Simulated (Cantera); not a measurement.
Feed: 1 mol CO, 0.024 mol O2, 0.42 mol H2, held at 1 atm.

Cantera equilibrium calculation (NASA polynomials, part measured and part estimated; ideal gas, pure solids and liquids). Candidate condensed phases: C, C6H6, C7H8, C8H18, H2O; 110 gas species. The numbers say what is thermodynamically allowed, not how fast it happens.

Q: Which condensed phases are stable at each of these points (T (K)): 798, 998, 1198, 1398, 1598, 1798, 1998, 2198, 2398, 2598?

A: 
```json
[
 {"T (K)": "798", "condensed phases": "C(graphite)", "C condensed (%)": "52.9"},
 {"T (K)": "998", "condensed phases": "C(graphite)", "C condensed (%)": "19.7"},
 {"T (K)": "1198", "condensed phases": "gas only", "C condensed (%)": "0.0"},
 {"T (K)": "1398", "condensed phases": "gas only", "C condensed (%)": "0.0"},
 {"T (K)": "1598", "condensed phases": "gas only", "C condensed (%)": "0.0"},
 {"T (K)": "1798", "condensed phases": "gas only", "C condensed (%)": "0.0"},
 {"T (K)": "1998", "condensed phases": "gas only", "C condensed (%)": "0.0"},
 {"T (K)": "2198", "condensed phases": "gas only", "C condensed (%)": "0.0"},
 {"T (K)": "2398", "condensed phases": "gas only", "C condensed (%)": "0.0"},
 {"T (K)": "2598", "condensed phases": "gas only", "C condensed (%)": "0.0"}
]
```

From 798 K to 998 K the condensed part is C(graphite). From 1198 K to 2598 K nothing is condensed.
